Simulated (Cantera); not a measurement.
Input: 1 mol Si, 2.3 mol O2, 700 mol H2, at 1025 K and 26.0 mbar.

Cantera equilibrium calculation (NASA polynomials, part measured and part estimated; ideal gas, pure solids and liquids). Candidate condensed phases: H2O, Si, SiO2; 18 gas species. Kinetics and transport are ignored.

Base state: H2 0.996, H2O 0.00371 (mole fractions); condensed: SiO2(β-quartz).

### Question
What changes in the equilibrium state with this change: temperature from 1025 K to 1973 K?

### Answer
```csv
species,before,after
H2,0.996,0.985
H,2.70e-8,0.00831
H2O,0.00371,0.00511
SiO,<1e-9,0.00142
"SiO2(β-quartz), mol",1.00,0
```
